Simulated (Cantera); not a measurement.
Charge: 1 mol Cu2O, 1.1 mol CH4, 0.74 mol CO, at 1823.15 K and 10.0 mbar.

These are equilibrium values from Cantera (NASA tables, ideal gas, pure condensed phases), not measurements of a reactor. Kinetics and transport are ignored.

```
species             before     after
----------------  --------  --------
CO                   0.410     0.467
H2                   0.516     0.340
H2O                5.39e-7    0.0882
CO2                1.09e-7    0.0310
Cu                  0.0705    0.0705
C2H2 (acetylene)  0.000109     <1e-9
OH                   <1e-9   4.56e-5
H                  0.00312   0.00253
Cu2               0.000149  0.000149
C(graphite), mol    0.0991         0
Cu(l), mol            1.70      1.64
```
Gas species are given as mole fractions.

Q: Which change was made?
A. 0.71 mol CO2 added
B. pressure from 10.0 mbar to 1.30 mbar
C. pressure from 10.0 mbar to 0.133 bar
D. 0.056 mol O2 added

A: A, 0.71 mol CO2 added
